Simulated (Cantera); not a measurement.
Standard-state values (1 bar) from the NASA 1993 polynomials, evaluated with Cantera. Values are per mole of reaction as written; species without (g) are pure solids or liquids, kept so even where they would boil at 1 bar.

6 V2O5 + 2 NH3(g) = 12 VO2(g) + 3 H2O2(g) + N2(g)

```tsv
T (K)	ΔH° (kJ)	ΔS° (J/K)	ΔG° (kJ)	log10 K
475	6154.6	2804.6	4822.4	-530.29
525	6141.0	2777.5	4682.8	-465.91
575	(withheld)	(withheld)	(withheld)	(withheld)
625	6112.7	2728.2	4407.6	-368.36
675	(withheld)	(withheld)	(withheld)	(withheld)
725	6083.5	2684.8	4137.0	-298.05
775	6068.6	2664.9	4003.2	-269.81
```

Question: Some entries are withheld; supply them.

Answer: 
- 575, ΔH° (kJ): 6127.0
- 575, ΔS° (J/K): 2752.1
- 575, ΔG° (kJ): 4544.6
- 575, log10 K: -412.83
- 675, ΔH° (kJ): 6098.2
- 675, ΔS° (J/K): 2705.9
- 675, ΔG° (kJ): 4271.7
- 675, log10 K: -330.56
